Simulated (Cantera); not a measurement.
Input (Python, Cantera) and output of one run.

```python
import numpy as np
import cantera as ct

gas_names = [...]  # 118 gases of nasa_gas.yaml made of C, Cl, F, H
cond_names = """
    C(gr) C6H6(L) C7H8(L) C8H18(L),n-octa
""".split()


# ... load() reads the species with a 1 bar reference pressure and builds the phases ...
atoms = {
    'CHF3': {'C': 1, 'H': 1, 'F': 3},
    'HCl': {'H': 1, 'CL': 1},
    'H2': {'H': 2},
}
top_T = {'C(gr)': 4500}  # K; cautious upper limits of use, not melting points


# ... equilibrate(T, P, feed) seeds the gas with the atoms and calls Mixture.equilibrate('TP', solver="vcs", rtol=1e-11, max_steps=5000) ...
results = []
T = 1473.15  # K
P = 10000  # Pa
for m in [0.19, 0.29, 0.45, 0.7, 1.1, 1.7, 2.6]:
    feed = {'CHF3': 1, 'HCl': m, 'H2': 0.62}  # mol
    mix = equilibrate(T, P, feed)
    results.append((T, P, feed, dict(zip(mix.species_names, mix.species_moles))))

top = {s: max(r[3][s] / sum(r[3][g] for g in gas_names) for r in results) for s in gas_names}
cols = sorted((s for s in top if top[s] > 0.0001), key=lambda s: -top[s])[:7]
seen = [c for c in cond_names if any(r[3].get(c, 0) > 1e-12 for r in results)]
print("log10 of partial pressures in bar; condensed amounts in mol")
print(f"{'n(HCl)':>10s}" + "".join(f"{s[:9]:>10s}" for s in cols + seen))
for T, P, feed, n in results:
    ng = sum(n[g] for g in gas_names)
    print(f"{feed['HCl']:10.4g}" + "".join(f"{np.log10(max(n[s] / ng * P / 1e5, 1e-99)):10.3f}" for s in cols)
          + "".join(f"{n.get(c, 0):10.4g}" for c in seen))
```

It prints:

```
log10 of partial pressures in bar; condensed amounts in mol
    n(HCl)        HF       HCL       CF4       CL2        CL     CCLF3     C(gr)
      0.19    -1.064    -2.245    -2.169    -3.521    -3.074    -4.234    0.8195
      0.29    -1.076    -2.095    -2.207    -3.215    -2.921    -4.109    0.8266
      0.45    -1.094    -1.952    -2.271    -2.924    -2.776    -4.012    0.8397
       0.7    -1.118    -1.821    -2.381    -2.670    -2.648    -3.967    0.8625
       1.1    -1.149    -1.698    -2.581    -2.461    -2.544    -4.012    0.8998
       1.7    -1.191    -1.580    -2.950    -2.327    -2.477    -4.222    0.9485
       2.6    -1.254    -1.448    -3.678    -2.301    -2.464    -4.755    0.9878
```

Equilibrium computed with Cantera from the NASA thermochemical tables; the gas is ideal and each condensed phase is pure. Gases not in the tables: C2F6 and larger saturated fluorocarbons.
